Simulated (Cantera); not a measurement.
A Cantera script and what it prints.

```python
import numpy as np
import cantera as ct

gas_names = [...]  # 113 gases of nasa_gas.yaml made of C, H, O, Ti
cond_names = """
    C(gr) C6H6(L) C7H8(L) C8H18(L),n-octa H2O(s) H2O(L) Ti(a) Ti(b) Ti(L) TiC(s) TiC(L) TiO(a) TiO(b)
    TiO(L) TiO2(ru) TiO2(L) Ti2O3(a) Ti2O3(b) Ti2O3(L) Ti3O5(a) Ti3O5(b) Ti3O5(L) Ti4O7(s) Ti4O7(L)
""".split()


# ... load() reads the species with a 1 bar reference pressure and builds the phases ...
atoms = {
    'Ti(OiPr)4': {'Ti': 1, 'C': 12, 'H': 28, 'O': 4},
    'CH4': {'C': 1, 'H': 4},
    'H2': {'H': 2},
}
top_T = {'C(gr)': 4500}  # K; cautious upper limits of use, not melting points


# ... equilibrate(T, P, feed) seeds the gas with the atoms and calls Mixture.equilibrate('TP', solver="vcs", rtol=1e-11, max_steps=5000) ...
results = []
feed = {'Ti(OiPr)4': 1, 'CH4': 8.8, 'H2': 160}  # mol
T = 1598.15  # K
for P in [10, 28, 77, 220, 600, 1700, 4600, 13000, 36000, 100000]:
    mix = equilibrate(T, P, feed)
    results.append((T, P, feed, dict(zip(mix.species_names, mix.species_moles))))

top = {s: max(r[3][s] / sum(r[3][g] for g in gas_names) for r in results) for s in gas_names}
cols = sorted((s for s in top if top[s] > 1e-05), key=lambda s: -top[s])[:6]
seen = [c for c in cond_names if any(r[3].get(c, 0) > 1e-12 for r in results)]
print("log10 of partial pressures in bar; condensed amounts in mol")
print(f"{'P/Pa':>10s}" + "".join(f"{s[:9]:>10s}" for s in cols + seen))
for T, P, feed, n in results:
    ng = sum(n[g] for g in gas_names)
    print(f"{P:10.4g}" + "".join(f"{np.log10(max(n[s] / ng * P / 1e5, 1e-99)):10.3f}" for s in cols)
          + "".join(f"{n.get(c, 0):10.4g}" for c in seen))
```

Output:

```
log10 of partial pressures in bar; condensed amounts in mol
      P/Pa        H2        CO         H       CH4 C2H2,acet       H2O     C(gr)    TiC(s)
        10    -4.011    -5.690    -6.279   -10.806    -8.580   -12.755     15.79         1
        28    -3.563    -5.243    -6.055    -9.910    -8.132   -11.859     15.79         1
        77    -3.123    -4.803    -5.835    -9.030    -7.692   -10.980     15.79         1
       220    -2.667    -4.347    -5.607    -8.118    -7.236   -10.068     15.79         1
       600    -2.231    -3.911    -5.389    -7.246    -6.800    -9.196     15.79         1
      1700    -1.779    -3.459    -5.163    -6.341    -6.348    -8.291     15.78         1
      4600    -1.346    -3.027    -4.946    -5.476    -5.915    -7.426     15.78         1
   1.3e+04    -0.895    -2.575    -4.721    -4.574    -5.464    -6.524     15.75         1
   3.6e+04    -0.453    -2.133    -4.500    -3.690    -5.022    -5.639     15.68         1
     1e+05    -0.010    -1.689    -4.278    -2.803    -4.579    -4.752     15.48         1
```

These are equilibrium values from Cantera (NASA tables, ideal gas, pure condensed phases), not measurements of a reactor. The feed counts by its element totals alone. TiC: taken at fixed stoichiometry.
